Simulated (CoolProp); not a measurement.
Ethylbenzene along the isobar 2.59 MPa: density (kg/m³) from the reference equation and from simpler models built on Tc = 617.1 K, pc = 3.622 MPa, ω = 0.304; each cubic takes its own stable root.

The numbers come from the reference Helmholtz-energy equation of state, Zhou 2012 in CoolProp.

| T (K) | phase | reference | van der Waals | Redlich-Kwong | Soave-Redlich-Kwong | Peng-Robinson |
|---|---|---|---|---|---|---|
| 491.7 | liquid | 676.6 | 398.8 | 561.6 | 591.6 | 670.0 |
| 501.5 | liquid | 664.5 | 391.3 | 548.7 | 578.7 | 655.4 |
| 511.4 | liquid | 651.9 | 383.3 | 534.9 | 564.7 | 639.7 |
| 521.3 | liquid | 638.6 | 374.7 | 520.2 | 549.9 | 622.9 |
| 531.1 | liquid | 624.6 | 365.4 | 504.7 | 534.1 | 604.8 |
| 541 | liquid | 609.6 | 355.1 | 487.7 | 516.7 | 585.0 |
| 550.9 | liquid | 593.3 | 343.3 | 469.1 | 497.6 | 563.2 |
| 560.8 | liquid | 575.4 | 329.5 | 448.3 | 476.3 | 538.7 |
| 570.6 | liquid | 555.3 | 95.05 | 424.4 | 452.1 | 510.8 |
| 580.5 | liquid | 531.2 | 88.54 | 394.4 | 422.7 | 476.9 |
| 600.3 | gas | 89.86 | 79.53 | 84.82 | 86.20 | 89.70 |
| 610.1 | gas | 83.09 | 76.13 | 80.11 | 80.54 | 83.58 |
| 620 | gas | 78.03 | 73.16 | 76.21 | 76.07 | 78.77 |

At some of these states van der Waals gives the other phase, because its saturation line lies elsewhere.
